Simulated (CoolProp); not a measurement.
Vapour-liquid equilibrium of p-xylene (1) + n-decane (2) at 524.6 K; x and y are mole fractions of (1).

Model: multi-fluid Helmholtz-energy mixture model, Zhou 2012 and Lemmon 2006; pair parameters Bell 2016, in CoolProp.

Q: Give the bubble pressure and the first vapour's composition at x = 0.45, 0.55, 0.95. Is there an azeotrope?

A: x = 0.45: 736.4 kPa, y = 0.576; x = 0.55: 785.5 kPa, y = 0.668; x = 0.95: 986.5 kPa, y = 0.968. No azeotrope shows between x = 0.05 and 0.95.

Pair parameters are fitted to limited data, so mixtures are less certain than the pure fluids.
